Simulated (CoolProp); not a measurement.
Vapour-liquid equilibrium of R1234yf (1) + R227EA (2) at 247.2 K; x and y are mole fractions of (1).

Computed with CoolProp (multi-fluid Helmholtz-energy mixture model, Lemmon 2022 and Lemmon 2016; pair parameters Bell 2016).

```json
[
 {"x": "0.05", "bubble pressure, mixture model (MPa)": "0.06840", "bubble pressure, Raoult's law (MPa)": "0.06823", "y, mixture model": "0.087", "y, Raoult's law": "0.086"},
 {"x": "0.125", "bubble pressure, mixture model (MPa)": "0.07249", "bubble pressure, Raoult's law (MPa)": "0.07215", "y, mixture model": "0.204", "y, Raoult's law": "0.204"},
 {"x": "0.2", "bubble pressure, mixture model (MPa)": "0.07649", "bubble pressure, Raoult's law (MPa)": "0.07608", "y, mixture model": "0.308", "y, Raoult's law": "0.310"},
 {"x": "0.275", "bubble pressure, mixture model (MPa)": "0.08043", "bubble pressure, Raoult's law (MPa)": "0.08000", "y, mixture model": "0.401", "y, Raoult's law": "0.405"},
 {"x": "0.35", "bubble pressure, mixture model (MPa)": "0.08433", "bubble pressure, Raoult's law (MPa)": "0.08392", "y, mixture model": "0.486", "y, Raoult's law": "0.492"},
 {"x": "0.425", "bubble pressure, mixture model (MPa)": "0.08820", "bubble pressure, Raoult's law (MPa)": "0.08785", "y, mixture model": "0.563", "y, Raoult's law": "0.571"},
 {"x": "0.5", "bubble pressure, mixture model (MPa)": "0.09206", "bubble pressure, Raoult's law (MPa)": "0.09177", "y, mixture model": "0.635", "y, Raoult's law": "0.643"},
 {"x": "0.575", "bubble pressure, mixture model (MPa)": "0.09591", "bubble pressure, Raoult's law (MPa)": "0.09569", "y, mixture model": "0.701", "y, Raoult's law": "0.709"},
 {"x": "0.65", "bubble pressure, mixture model (MPa)": "0.09977", "bubble pressure, Raoult's law (MPa)": "0.09962", "y, mixture model": "0.762", "y, Raoult's law": "0.769"},
 {"x": "0.725", "bubble pressure, mixture model (MPa)": "0.1036", "bubble pressure, Raoult's law (MPa)": "0.1035", "y, mixture model": "0.819", "y, Raoult's law": "0.826"},
 {"x": "0.8", "bubble pressure, mixture model (MPa)": "0.1075", "bubble pressure, Raoult's law (MPa)": "0.1075", "y, mixture model": "0.873", "y, Raoult's law": "0.878"},
 {"x": "0.875", "bubble pressure, mixture model (MPa)": "0.1114", "bubble pressure, Raoult's law (MPa)": "0.1114", "y, mixture model": "0.923", "y, Raoult's law": "0.926"},
 {"x": "0.95", "bubble pressure, mixture model (MPa)": "0.1153", "bubble pressure, Raoult's law (MPa)": "0.1153", "y, mixture model": "0.970", "y, Raoult's law": "0.972"}
]
```

The largest gap from Raoult's law is +0.5 % in bubble pressure, at x = 0.2. No azeotrope shows between x = 0.05 and 0.95.

Pair parameters are fitted to limited data, so mixtures are less certain than the pure fluids.
